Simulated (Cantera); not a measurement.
Hydrocarbon pyrolysis for carbon deposition

An isothermal, constant-pressure homogeneous reactor starts with C₂H₆ : N₂ = 1 : 200 (molar parts), at 1950 K and 0.0280 bar.

Detailed kinetics in Cantera: GRI-Mech 3.0 (53 species, 325 reactions). GRI-Mech 3.0 stops at C3 and has no aromatics, soot or wall deposition, so with more carbon than oxygen in the feed, carbon stays in small species such as C2H2 where larger ones or solid carbon would form. Radical loss at walls, strong at low pressure, is not modelled.

```tsv
t (s)	x C₂H₆	x CH₄	x H	x HCN	x C₂H₄
3.00e-6	0.00480	9.91e-8	5.41e-7	<1e-12	5.57e-8
1.58e-5	0.00412	2.64e-6	6.54e-6	2.30e-11	2.43e-6
8.35e-5	0.00176	5.64e-5	0.000306	1.07e-7	0.000237
0.000440	9.23e-6	0.000371	0.00135	4.39e-5	0.00135
0.00232	7.54e-8	0.000284	0.000694	0.000133	0.000102
0.0122	3.28e-9	8.68e-5	0.000430	0.000192	2.84e-6
0.0646	9.70e-11	1.65e-5	0.000369	0.000238	9.43e-8
0.341	<1e-12	5.97e-7	0.000381	0.000259	1.21e-8
1.80	<1e-12	6.09e-8	0.000472	0.000260	1.18e-8
9.48	<1e-12	7.29e-9	0.000651	0.000260	1.14e-8
50.0	<1e-12	5.96e-9	0.000673	0.000260	1.14e-8
```
x: mole fraction; the columns are a selection and need not sum to one.

Equilibrium at this temperature and pressure: C₂H₆ <1e-12, CH₄ 7.66e-9, H 0.000673, HCN 0.00943, C₂H₄ 4.81e-10 (gas phase only).
